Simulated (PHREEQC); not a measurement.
Solution (10 °C): 0.0025 mol CdCl2, 0.00096 mol Na2SO4 and 0.00092 mol NiCl2 per kg of water. Closed to the air; pH follows from the charge balance.

Computed with PHREEQC (ion-association model, wateq4f.dat).

```yaml
pH: 6.35
ionic_strength: 0.0110 mol/kgw
```

```json
[
 {"species": "Cl-", "molality": "0.00618", "activity": "0.00555", "log γ": "-0.047"},
 {"species": "Na+", "molality": "0.00192", "activity": "0.00173", "log γ": "-0.045"},
 {"species": "Cd+2", "molality": "0.00171", "activity": "0.00112", "log γ": "-0.183"},
 {"species": "Ni+2", "molality": "0.000863", "activity": "0.000566", "log γ": "-0.183"},
 {"species": "SO4-2", "molality": "0.000758", "activity": "0.000502", "log γ": "-0.179"},
 {"species": "CdCl+", "molality": "0.000628", "activity": "0.000565", "log γ": "-0.046"}
]
```

No solid was allowed to form. Complexes and solids missing from the database can't appear. In wateq4f.dat the enthalpy of Ni(OH)2 has the wrong sign, so its saturation index can't be trusted away from 25 °C. Away from 25 °C the constants follow the database's enthalpies or fits; those with neither stay at their 25 °C values.
